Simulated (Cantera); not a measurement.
Cantera run, input and output.

```python
import numpy as np
import cantera as ct

gas = ct.Solution("h2o2.yaml")
gas.TPX = 500, 14000, {'H2': 1, 'O2': 0.417, 'N2': 2.04}
flame = ct.FreeFlame(gas, width=0.16)
flame.set_refine_criteria(ratio=3, slope=0.08, curve=0.16)
flame.transport_model = "mixture-averaged"
flame.solve(loglevel=0, auto=True)
flame.transport_model = "multicomponent"
flame.soret_enabled = False
flame.solve(loglevel=0, refine_grid=True)
z, T = flame.grid, flame.T
thick = (T[-1] - T[0]) / np.gradient(T, z).max()
show = ['H2', 'O2', 'H2O2', 'HO2', 'O', 'H2O']
print(f"laminar burning velocity  {flame.velocity[0] * 100:.3f} cm/s")
print(f"burnt temperature         {T[-1]:.1f} K")
print(f"thermal thickness         {thick * 1e3:.4f} mm")
print(f"grid points               {len(z)}")
z0 = z[flame.heat_release_rate.argmax()]
print(f"{'z/mm':>9s}{'T/K':>9s}{'u/(m/s)':>9s}" + "".join(f"{s:>11s}" for s in show))
rows = []
for k in (-3, -2, -1.5, -1, -0.5, -0.25, 0, 0.25, 0.5, 1, 2, 4, 8):
    zz = z0 + k * thick
    rows.append([k * thick, np.interp(zz, z, T), np.interp(zz, z, flame.velocity),
                 *(np.interp(zz, z, flame.X[gas.species_index(s)]) for s in show)])
    print(f"{rows[-1][0] * 1e3:9.3f}{rows[-1][1]:9.1f}{rows[-1][2]:9.3f}" + "".join(f"{x:11.3e}" for x in rows[-1][3:]))
```

Output:

```
laminar burning velocity  378.350 cm/s
burnt temperature         2251.8 K
thermal thickness         6.1611 mm
grid points               148
     z/mm      T/K  u/(m/s)         H2         O2       H2O2        HO2          O        H2O
  -18.483    500.0    3.784  2.893e-01  1.206e-01 -2.427e-16  1.023e-15  9.905e-19 -1.752e-15
  -12.322    500.0    3.784  2.893e-01  1.206e-01 -8.097e-17  1.363e-12  1.006e-15  5.450e-14
   -9.242    500.0    3.784  2.893e-01  1.206e-01  2.653e-14  1.593e-10  1.746e-13  6.454e-12
   -6.161    500.0    3.784  2.893e-01  1.206e-01  5.534e-11  8.867e-08  1.907e-10  7.125e-09
   -3.081    506.2    3.826  2.881e-01  1.206e-01  1.299e-06  6.176e-05  4.314e-06  3.435e-04
   -1.540    655.8    4.900  2.663e-01  1.160e-01  2.607e-06  3.859e-05  1.358e-04  1.290e-02
    0.000   1059.0    7.665  1.464e-01  7.451e-02  4.424e-07  1.298e-05  4.837e-03  1.018e-01
    1.540   1324.8    9.472  5.961e-02  2.289e-02  5.778e-07  3.584e-06  8.792e-03  1.967e-01
    3.081   1435.0   10.194  5.411e-02  1.629e-02  5.126e-07  2.252e-06  8.654e-03  2.094e-01
    6.161   1556.3   10.966  5.674e-02  1.394e-02  3.600e-07  1.666e-06  7.958e-03  2.153e-01
   12.322   1691.9   11.805  5.887e-02  1.145e-02  2.032e-07  1.187e-06  6.708e-03  2.227e-01
   24.645   1829.9   12.636  5.952e-02  8.762e-03  1.059e-07  8.130e-07  5.094e-03  2.317e-01
   49.289   1959.0   13.391  5.876e-02  6.134e-03  5.662e-08  5.392e-07  3.434e-03  2.415e-01
```

Cantera simulation using the H2/O2 subset of GRI-Mech 3.0, which has no nitrogen chemistry; the numbers are that mechanism's predictions, not measurements. Burning velocities carry a grid error of a few per cent, more on coarse grids.
